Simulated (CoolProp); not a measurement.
Properties of R404A along the isotherm 393.2 K (Tc = 345.3 K, pc = 37.35 bar, ω = 0.293).

Computed with CoolProp (reference Helmholtz-energy equation of state, Lemmon 2003). It is a pseudo-pure fit of the blend.

```tsv
p (bar)	phase	cp (kJ/(kg K))	speed of sound (m/s)
0.177	gas	1.025	191.0
0.315	gas	1.026	(withheld)
0.56	gas	1.027	190.6
0.996	gas	1.029	190.2
1.77	gas	1.032	(withheld)
3.15	gas	1.039	188.2
5.6	gas	1.050	185.8
9.96	gas	1.073	(withheld)
17.7	gas	(withheld)	173.9
31.5	gas	(withheld)	159.9
56	supercritical	1.734	138.8
```

**Question.** Some entries are withheld; supply them.

**Answer.** 
- 0.315, speed of sound (m/s): 190.8
- 1.77, speed of sound (m/s): 189.5
- 9.96, speed of sound (m/s): 181.6
- 17.7, cp (kJ/(kg K)): 1.122
- 31.5, cp (kJ/(kg K)): 1.247
